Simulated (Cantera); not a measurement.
Feed: 1 mol Si3N4, 0.12 mol CO2, 7.1 mol N2, at 900 °C and 2.70 Pa.

Method: chemical equilibrium by Gibbs-energy minimisation in Cantera with the NASA 1993 tables (ideal gas, pure condensed phases). Mutual solubility and eutectic melting of coexisting phases are not modelled. Rates play no part.

```json
[
 {"species": "N2", "before": "1.000", "after": "0.688"},
 {"species": "CO", "before": "1.56e-5", "after": "0.312"},
 {"species": "SiO", "before": "8.90e-8", "after": "3.93e-5"},
 {"species": "SiC(s), mol", "before": "0.120", "after": "0"},
 {"species": "Si2N2O(s), mol", "before": "0.240", "after": "0.733"},
 {"species": "Si3N4(s), mol", "before": "0.800", "after": "0"},
 {"species": "SiO2(β-quartz), mol", "before": "0", "after": "1.53"}
]
```
Gas species are given as mole fractions.

Problem. Which change was made?
A) temperature from 900 °C to 1250 °C
B) pressure from 2.70 Pa to 3.00 bar
C) pressure from 2.70 Pa to 1.80 mbar
D) CO2 from 0.12 to 3.8 mol

Solution. D, CO2 from 0.12 to 3.8 mol. The tables hold silica as quartz up to 1696 K and as liquid above; real silica turns to tridymite and cristobalite and melts near 1996 K
